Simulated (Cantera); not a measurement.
An isothermal plug-flow reactor at 1075 K and 1.00 bar (inlet), inlet velocity 0.25 m/s, active area per volume 550 1/m; feed CH4 : O2 : N2 = 0.0049 : 0.039 : 0.79 (molar parts), equivalence ratio 0.25.

Detailed kinetics in Cantera: Deutschmann's 1995 Pt surface mechanism with GRI-Mech 3.0 gas chemistry. Catalytic surfaces can have several steady states; this one follows from the mechanism file's or the stated starting coverage. Mass transfer to the wall is taken as infinitely fast.

x: gas mole fraction; θ: surface coverage.

| z (m) | x CH4 | x O2 | x H2O | x CO2 | x CO | θ free Pt | θ O* | θ OH* |
|---|---|---|---|---|---|---|---|---|
| 0.00014 | 0.00547 | 0.0460 | 0.000820 | [?] | 4.58e-6 | 0.331 | 0.669 | 0.000508 |
| 0.00025 | 0.00516 | 0.0453 | 0.00143 | [?] | 4.34e-6 | 0.332 | 0.668 | 0.000651 |
| 0.00044 | 0.00467 | 0.0444 | 0.00240 | [?] | 3.94e-6 | 0.333 | 0.667 | 0.000830 |
| 0.00079 | 0.00388 | 0.0428 | 0.00398 | [?] | 3.29e-6 | 0.334 | 0.665 | 0.00106 |
| 0.0014 | 0.00279 | 0.0406 | 0.00614 | [?] | 2.38e-6 | 0.337 | 0.662 | 0.00131 |
| 0.0025 | 0.00152 | 0.0381 | 0.00866 | [?] | 1.31e-6 | 0.340 | 0.659 | 0.00155 |
| 0.0044 | 0.000521 | 0.0361 | 0.0106 | 0.00531 | 4.63e-7 | 0.342 | 0.656 | 0.00172 |
| 0.0079 | 7.01e-5 | 0.0352 | 0.0115 | 0.00576 | 7.54e-8 | 0.343 | 0.655 | 0.00180 |
| 0.014 | 2.08e-6 | 0.0351 | 0.0117 | 0.00583 | 1.09e-8 | 0.344 | 0.655 | 0.00181 |

Problem. What belongs in the gaps?

Solution. 
- 0.00014, x CO2: 0.000405
- 0.00025, x CO2: 0.000708
- 0.00044, x CO2: 0.00120
- 0.00079, x CO2: 0.00198
- 0.0014, x CO2: 0.00306
- 0.0025, x CO2: 0.00432
